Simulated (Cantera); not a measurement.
Cantera run:

```python
import numpy as np
import cantera as ct

gas_names = """
    H HO2 H2 H2O H2O2 O OH O2 O3 Ti TiO TiO2
""".split()
cond_names = """
    H2O(s) H2O(L) Ti(a) Ti(b) Ti(L) TiO(a) TiO(b) TiO(L) TiO2(ru) TiO2(L) Ti2O3(a) Ti2O3(b) Ti2O3(L)
    Ti3O5(a) Ti3O5(b) Ti3O5(L) Ti4O7(s) Ti4O7(L)
""".split()


# ... load() reads the species with a 1 bar reference pressure and builds the phases ...
atoms = {
    'Ti': {'Ti': 1},
    'O2': {'O': 2},
    'H2': {'H': 2},
}
top_T = {}  # K; cautious upper limits of use, not melting points


# ... equilibrate(T, P, feed) seeds the gas with the atoms and calls Mixture.equilibrate('TP', solver="vcs", rtol=1e-11, max_steps=5000) ...
results = []
feed = {'Ti': 1, 'O2': 0.14, 'H2': 6.9}  # mol
P = 58  # Pa
for T in [1075, 1125, 1175, 1225, 1275, 1325, 1375, 1425, 1475, 1525, 1575, 1625]:
    mix = equilibrate(T, P, feed)
    results.append((T, P, feed, dict(zip(mix.species_names, mix.species_moles))))

top = {s: max(r[3][s] / sum(r[3][g] for g in gas_names) for r in results) for s in gas_names}
cols = sorted((s for s in top if top[s] > 1e-06), key=lambda s: -top[s])[:7]
seen = [c for c in cond_names if any(r[3].get(c, 0) > 1e-12 for r in results)]
print("log10 of partial pressures in bar; condensed amounts in mol")
print(f"{'T/K':>10s}" + "".join(f"{s[:9]:>10s}" for s in cols + seen))
for T, P, feed, n in results:
    ng = sum(n[g] for g in gas_names)
    print(f"{T:10.4g}" + "".join(f"{np.log10(max(n[s] / ng * P / 1e5, 1e-99)):10.3f}" for s in cols)
          + "".join(f"{n.get(c, 0):10.4g}" for c in seen))
```

Result:

```
log10 of partial pressures in bar; condensed amounts in mol
       T/K        H2         H        Ti     Ti(a)     Ti(b)    TiO(a)    TiO(b)
      1075    -3.237    -9.452   -15.338      0.72         0      0.28         0
      1125    -3.237    -8.971   -14.329      0.72         0      0.28         0
      1175    -3.237    -8.530   -13.410         0      0.72      0.28         0
      1225    -3.237    -8.125   -12.571         0      0.72      0.28         0
      1275    -3.237    -7.751   -11.799         0      0.72         0      0.28
      1325    -3.237    -7.405   -11.086         0      0.72         0      0.28
      1375    -3.237    -7.083   -10.425         0      0.72         0      0.28
      1425    -3.237    -6.784    -9.811         0      0.72         0      0.28
      1475    -3.237    -6.505    -9.239         0      0.72         0      0.28
      1525    -3.237    -6.245    -8.706         0      0.72         0      0.28
      1575    -3.237    -6.000    -8.206         0    0.7199         0      0.28
      1625    -3.238    -5.770    -7.739         0    0.7198         0      0.28
```

Equilibrium computed with Cantera from the NASA thermochemical tables; the gas is ideal and each condensed phase is pure. Mutual solubility and eutectic melting of coexisting phases are not modelled. TiO: taken at fixed stoichiometry. Condensed phases not in the tables: N, O or C dissolved in the metal.
